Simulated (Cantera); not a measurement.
A Cantera script and its output.

```python
import numpy as np
import cantera as ct

gas = ct.Solution("gri30.yaml")
gas.TPX = 575, 101325, {'CH4': 1, 'O2': 2.74, 'N2': 10.3}
inlet = ct.Reservoir(gas, clone=True)
gas.equilibrate("HP")  # start burning
reactor = ct.IdealGasConstPressureReactor(gas, energy="on", clone=False)
exhaust = ct.Reservoir(gas, clone=True)
tau = [0.16, 0.066, 0.028, 0.012, 0.0048, 0.002, 0.00084, 0.00035, 0.00015, 6.1e-05][0]
for a, b in ((inlet, reactor), (reactor, exhaust)):
    ct.MassFlowController(a, b, mdot=lambda t: reactor.mass / tau)
net = ct.ReactorNet([reactor])
show = ['CH4', 'O2', 'CH2CO', 'C2H4', 'NO2', 'O', 'HCO']

rows = []
print(f"{'tau/s':>10s}{'T/K':>9s}" + "".join(f"{s:>11s}" for s in show))
for tau in [0.16, 0.066, 0.028, 0.012, 0.0048, 0.002, 0.00084, 0.00035, 0.00015, 6.1e-05]:
    net.initial_time = 0.0
    net.advance(30 * tau)
    before = gas.X
    net.advance(40 * tau)
    drift = np.max(np.abs(gas.X - before) / (gas.X + 1e-9))
    rows.append([gas.T, *gas[show].X, drift])
    print(f"{tau:10.3e}{gas.T:9.1f}" + "".join(f"{x:11.3e}" for x in gas[show].X))
```

It prints:

```
     tau/s      T/K        CH4         O2      CH2CO       C2H4        NO2          O        HCO
 1.600e-01   2084.3  2.614e-06  5.216e-02  8.230e-11  8.031e-11  4.874e-07  3.524e-04  1.079e-08
 6.600e-02   2080.3  5.559e-06  5.239e-02  2.690e-10  3.282e-10  2.638e-07  4.354e-04  2.646e-08
 2.800e-02   2071.7  1.074e-05  5.263e-02  8.193e-10  1.023e-09  1.527e-07  6.016e-04  6.349e-08
 1.200e-02   2056.2  1.944e-05  5.300e-02  2.242e-09  2.558e-09  9.034e-08  9.077e-04  1.514e-07
 4.800e-03   2028.9  3.607e-05  5.371e-02  5.991e-09  6.013e-09  4.963e-08  1.472e-03  3.862e-07
 2.000e-03   1989.9  6.606e-05  5.483e-02  1.441e-08  1.331e-08  2.753e-08  2.296e-03  9.340e-07
 8.400e-04   1937.3  1.259e-04  5.655e-02  3.471e-08  3.189e-08  1.582e-08  3.373e-03  2.203e-06
 3.500e-04   1869.3  2.626e-04  5.925e-02  9.441e-08  9.401e-08  9.385e-09  4.526e-03  5.159e-06
 1.500e-04   1787.6  6.200e-04  6.391e-02  3.289e-07  3.840e-07  5.502e-09  5.133e-03  1.178e-05
 6.100e-05    575.0  7.123e-02  1.952e-01 -8.828e-19 -5.552e-18 -6.881e-21 -3.861e-26 -2.135e-31
```

Computed with Cantera and GRI-Mech 3.0 (53 species, 325 reactions).
